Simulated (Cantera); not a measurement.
Equilibrium for silicon oxide and oxynitride deposition: Si2H6 + NO + H2 + HF

Charge: 1 mol Si2H6, 16 mol NO, 19 mol H2, 0.72 mol HF, equilibrated at 10.0 Torr.

Equilibrium computed with Cantera from the NASA thermochemical tables; the gas is ideal and each condensed phase is pure. Candidate condensed phases: H2O, Si, SiO2, Si2N2O, Si3N4; 58 gas species. The feed counts by its element totals alone. The tables hold silica as quartz up to 1696 K and as liquid above; real silica turns to tridymite and cristobalite and melts near 1996 K. Equilibrium is a limit: real reactors are often held back by kinetics, nucleation or transport.

| T (°C) | x H2O | x H2 | x N2 | x HF | n SiO2(β-quartz) | n SiO2(condensed) |
|---|---|---|---|---|---|---|
| 1102 | 0.391 | 0.326 | 0.260 | 0.0234 | 2.00 | 0 |
| 1152 | 0.391 | 0.325 | 0.260 | 0.0234 | 2.00 | 0 |
| 1202 | 0.391 | 0.325 | 0.260 | 0.0234 | 2.00 | 0 |
| 1252 | 0.391 | 0.325 | 0.260 | 0.0234 | 2.00 | 0 |
| 1302 | 0.391 | 0.325 | 0.260 | 0.0234 | 2.00 | 0 |
| 1352 | 0.391 | 0.325 | 0.260 | 0.0234 | 2.00 | 0 |
| 1402 | 0.390 | 0.325 | 0.260 | 0.0234 | 2.00 | 0 |
| 1452 | 0.390 | 0.325 | 0.260 | 0.0234 | 0 | 2.00 |
| 1502 | 0.390 | 0.325 | 0.260 | 0.0234 | 0 | 2.00 |
| 1552 | 0.390 | 0.324 | 0.260 | 0.0234 | 0 | 1.99 |
| 1602 | 0.390 | 0.323 | 0.260 | 0.0234 | 0 | 1.98 |
x: gas mole fraction; n: condensed amount in mol.

From 1102 °C to 1402 °C the condensed part is SiO2(β-quartz). From 1452 °C to 1602 °C the condensed part is SiO2(condensed).
